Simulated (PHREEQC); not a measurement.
PHREEQC input (ion-association model, wateq4f.dat):

```
SOLUTION_MASTER_SPECIES
  An  An-  0  An  62.0  # stands for a non-complexing anion
SOLUTION_SPECIES
  An- = An-
    -log_k 0
    -gamma 3.0 0
PHASES
  Fix_H+
    H+ = H+
    -log_k 0
SOLUTION 1
  temp 25
  units mmol/kgw
  pH 7 charge
  F 0.056
  Na 50.596
  Se(6) 0.27
  An 50
END
SELECTED_OUTPUT 1
  -reset false
  -pH true
  -pe true
  -ionic_strength true
  -water true
  -totals F Na Se Se(-2) Se(4) Se(6)
  -molalities Hfo_wOH Hfo_wOH2+ Hfo_wO- Hfo_sOH Hfo_sOH2+ Hfo_sO- Hfo_wF Hfo_wOHF- Hfo_wSeO4- Hfo_wOHSeO4-2
USER_PUNCH 1
  -headings sigma psi
  10 PUNCH EDL("sigma", "Hfo"), EDL("psi", "Hfo")
PRINT
  -reset false
USE solution 1
SURFACE 1
  Hfo_wOH 0.00177528 600 0.79
  Hfo_sOH 4.4382e-05
EQUILIBRIUM_PHASES 1
  Fix_H+ -3 HAn 10
    -force_equality true
  O2(g) -0.68 10
END
# ... the last block is repeated for the other 12 points of pH, with NaOH or the acid as the point needs
```

Selected output (columns that matter, 13 of 13 rows; pH added in front):

```
pH	mu	F	Na	Se	m_Hfo_wOH	m_Hfo_wOH2+	m_Hfo_wO-	m_Hfo_sOH	m_Hfo_sOH2+	m_Hfo_sO-	m_Hfo_wF	m_Hfo_wOHF-	sigma	psi
3	0.052371	9.9843e-06	0.050596	1.3437e-06	2.4527e-05	0.0014361	9.5966e-09	7.4528e-07	4.3636e-05	2.916e-10	4.4832e-05	1.1838e-06	0.24424	0.14922
3.67	0.051397	6.9978e-06	0.050596	1.7023e-06	9.2995e-05	0.0013648	1.4516e-07	2.8308e-06	4.1547e-05	4.4187e-09	4.4332e-05	4.6702e-06	0.22334	0.14513
4.33	0.051096	8.2719e-06	0.050596	3.4591e-06	0.00024783	0.001212	1.1609e-06	7.5284e-06	3.6818e-05	3.5265e-08	3.6263e-05	1.1464e-05	0.1801	0.13432
5	0.050927	1.3347e-05	0.050596	1.1906e-05	0.00046943	0.0010001	5.0479e-06	1.4129e-05	3.0101e-05	1.5194e-07	2.4716e-05	1.7937e-05	0.12526	0.11604
5.67	0.050843	2.2355e-05	0.050596	4.8408e-05	0.0007251	0.00077949	1.5452e-05	2.1171e-05	2.2759e-05	4.5117e-07	1.3799e-05	1.9846e-05	0.080243	0.093975
6.33	0.050854	3.2189e-05	0.050596	0.00013237	0.0010217	0.00054853	4.3598e-05	2.8098e-05	1.5085e-05	1.199e-06	6.1371e-06	1.7674e-05	0.051312	0.07277
7	0.050894	4.1962e-05	0.050596	0.00022425	0.0012634	0.00034666	0.00010548	3.2685e-05	8.9684e-06	2.7288e-06	2.1158e-06	1.1922e-05	0.030312	0.050379
7.67	0.050887	5.0428e-05	0.050596	0.0002641	0.0013493	0.00024268	0.00017185	3.3951e-05	6.1066e-06	4.3243e-06	5.8063e-07	4.9913e-06	0.011453	0.021595
8.33	0.050879	5.4359e-05	0.050625	0.00026954	0.0013605	0.00019332	0.00021934	3.4053e-05	4.8388e-06	5.49e-06	1.3808e-07	1.5024e-06	-0.0059156	-0.011393
9	0.050941	5.5557e-05	0.050736	0.00026997	0.001348	0.00015087	0.00027593	3.3709e-05	3.7726e-06	6.9e-06	2.9889e-08	4.1292e-07	-0.026193	-0.044893
9.67	0.051058	5.5875e-05	0.050925	0.00027	0.0013007	0.00010485	0.00036962	3.2519e-05	2.6215e-06	9.2412e-06	6.1995e-09	1.189e-07	-0.055273	-0.076099
10.33	0.051369	5.5961e-05	0.05134	0.00027	0.0011848	6.0705e-05	0.00052973	2.962e-05	1.5177e-06	1.3244e-05	1.2366e-09	3.7315e-08	-0.097877	-0.1035
11	0.052492	5.5987e-05	0.052614	0.00027	0.00095847	2.6635e-05	0.00079014	2.3962e-05	6.6588e-07	1.9754e-05	2.1351e-10	1.1879e-08	-0.15932	-0.12741
```

The oxide is taken as insoluble; below pH 4 it would dissolve.
